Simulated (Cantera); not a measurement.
Feed: 1 mol HMDSO, 7.2 mol H2O, equilibrated at 11.0 Pa.

Equilibrium computed with Cantera from the NASA thermochemical tables; the gas is ideal and each condensed phase is pure. Candidate condensed phases: C, C6H6, C7H8, C8H18, H2O, Si, SiC, SiO2; 123 gas species. The feed counts by its element totals alone. Mutual solubility and eutectic melting of coexisting phases are not modelled. The tables hold silica as quartz up to 1696 K and as liquid above; real silica turns to tridymite and cristobalite and melts near 1996 K. Equilibrium is a limit: real reactors are often held back by kinetics, nucleation or transport.

x: gas mole fraction; n: condensed amount in mol.

```csv
T (°C),x H2,x CO,x CO2,x H2O,x SiO,x CH4,x H,n C(graphite),n SiO2(α-quartz),n SiO2(β-quartz),n SiC(s)
450,0.798,0.192,0.00634,0.00344,<1e-12,0.000374,7.19e-12,1.99,2.00,0,0
500,0.795,0.203,0.00111,0.000847,<1e-12,0.000147,7.71e-11,1.84,2.00,0,0
550,0.794,0.205,?,?,<1e-12,?,?,1.81,2.00,0,0
600,0.794,0.206,5.28e-5,7.64e-5,<1e-12,3.11e-5,3.97e-9,1.80,0,2.00,0
650,0.794,0.206,1.47e-5,2.78e-5,<1e-12,1.61e-5,2.08e-8,1.80,0,2.00,0
700,0.794,0.206,4.68e-6,1.12e-5,5.18e-11,8.91e-6,9.19e-8,1.80,0,2.00,0
750,0.794,0.206,?,?,?,?,?,1.80,0,2.00,0
800,0.794,0.206,6.57e-7,2.34e-6,1.42e-7,3.19e-6,1.19e-6,1.80,0,2.00,0
850,0.794,0.206,2.82e-7,1.19e-6,4.37e-6,2.04e-6,3.62e-6,1.80,0,2.00,0
900,0.753,0.246,1.86e-7,7.25e-7,8.30e-5,1.21e-6,9.76e-6,0.151,0,1.45,0.549
950,0.749,0.250,2.18e-7,9.54e-7,0.000623,3.57e-7,2.48e-5,0,0,1.39,0.596
```

**Question.** What belongs in the gaps?

**Answer.** 
- 750, x CO2: 1.67e-6
- 750, x H2O: 4.92e-6
- 750, x SiO: 3.31e-9
- 750, x CH4: 5.20e-6
- 750, x H: 3.52e-7
- 550, x CO2: 0.000222
- 550, x H2O: 0.000237
- 550, x CH4: 6.47e-5
- 550, x H: 6.23e-10
